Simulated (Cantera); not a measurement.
A closed system holds: 1 mol SiCl4, 710 mol H2, equilibrated at 600 °C and 16000 Pa.

Cantera equilibrium calculation (NASA polynomials, part measured and part estimated; ideal gas, pure solids and liquids). Candidate condensed phases: Si; 19 gas species. Kinetics and transport are ignored.

Base state: H2 0.997, HCl 0.00145, SiHCl3 0.000693, SiCl4 0.000471, SiH2Cl2 9.30e-5 (mole fractions); condensed: Si(s).

**Question.** What changes in the equilibrium state with this change: temperature from 600 °C to 952 °C?

**Answer.** 
| species | before | after |
|---|---|---|
| H2 | 0.997 | 0.994 |
| HCl | 0.00145 | 0.00542 |
| SiCl2 | 2.69e-6 | 7.21e-5 |
| SiHCl3 | 0.000693 | 7.57e-6 |
| SiCl4 | 0.000471 | 1.32e-6 |
| SiH2Cl2 | 9.30e-5 | 5.79e-6 |
| Si(s), mol | 0.0988 | 0.935 |
